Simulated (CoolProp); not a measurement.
Model: reference Helmholtz-energy equation of state, Marx 1992, in CoolProp.

Give the vapour pressure (MPa), liquid density (kg/m³), vapour Z of saturated R113 at 114.15, 145.65, 150.15 °C.


```json
[
 {"T (°C)": "114.15", "p (MPa)": "0.601", "liquid density (kg/m³)": "1330", "vapour Z": "0.853"},
 {"T (°C)": "145.65", "p (MPa)": "1.13", "liquid density (kg/m³)": "1220", "vapour Z": "0.769"},
 {"T (°C)": "150.15", "p (MPa)": "1.22", "liquid density (kg/m³)": "1200", "vapour Z": "0.755"}
]
```
